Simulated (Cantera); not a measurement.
Ammonia decomposition in nitride growth gas

An isothermal, constant-pressure homogeneous reactor starts with 45.5 % NH3, 54.5 % H2, at 2223 K and 0.0540 bar.

Cantera simulation using the gas-phase N/H chemistry of the illustrative SiF4/NH3 mechanism in the Surface Chemkin manual (1991); the numbers are that mechanism's predictions, not measurements. Walls and surfaces, which speed up NH3 decomposition in real reactors, are not modelled.

```
t (s)       x NH3   x H2       x H      x N    x N2H2
--------  -------  -----  --------  -------  --------
0.000200    0.454  0.545  0.000254  1.59e-7   4.49e-7
0.000492    0.452  0.546  0.000556  1.59e-6   3.35e-6
0.00121     0.447  0.548  0.000782  4.09e-6   7.90e-6
0.00298     0.434  0.557  0.000814  4.30e-6   7.92e-6
0.00733     0.404  0.576  0.000861  4.37e-6   7.21e-6
0.0180      0.341  0.618  0.000973  4.50e-6   5.80e-6
0.0444      0.231  0.690   0.00123  4.71e-6   3.59e-6
0.109      0.0976  0.778   0.00183  4.96e-6   1.33e-6
0.269      0.0122  0.832   0.00407  5.89e-6   1.56e-7
0.661     1.97e-5  0.824    0.0216  1.49e-6  3.66e-11
1.63      1.48e-6  0.821    0.0251  1.80e-7    <1e-12
4.00      4.70e-7  0.821    0.0251  5.69e-8    <1e-12
```
x: mole fraction; the columns are a selection and need not sum to one.

Equilibrium at this temperature and pressure: NH3 2.27e-7, H2 0.821, H 0.0251, N 2.75e-8, N2H2 <1e-12 (gas phase only).
